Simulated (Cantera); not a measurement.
A closed system holds: 1 mol H2O, 0.25 mol O2, 0.32 mol N2, equilibrated at 3052 °C and 7.50 Torr.

Method: chemical equilibrium by Gibbs-energy minimisation in Cantera with the NASA 1993 tables (ideal gas, pure condensed phases). Candidate condensed phases: H2O; 24 gas species. The numbers say what is thermodynamically allowed, not how fast it happens.

Base state: H 0.497, O 0.360, N2 0.0855, OH 0.0200, H2 0.0163, O2 0.0135, NO 0.00569, H2O 0.00158 (mole fractions); condensed: gas only.

Problem. What changes in the equilibrium state with this change: O2 from 0.25 to 1.1 mol?

Solution. 
| species | before | after |
|---|---|---|
| O | 0.360 | 0.529 |
| H | 0.497 | 0.347 |
| N2 | 0.0855 | 0.0581 |
| O2 | 0.0135 | 0.0292 |
| H2 | 0.0163 | 0.00794 |
| OH | 0.0200 | 0.0205 |
| H2O | 0.00158 | 0.00113 |
| N | 0.000270 | 0.000223 |
| NO | 0.00569 | 0.00690 |
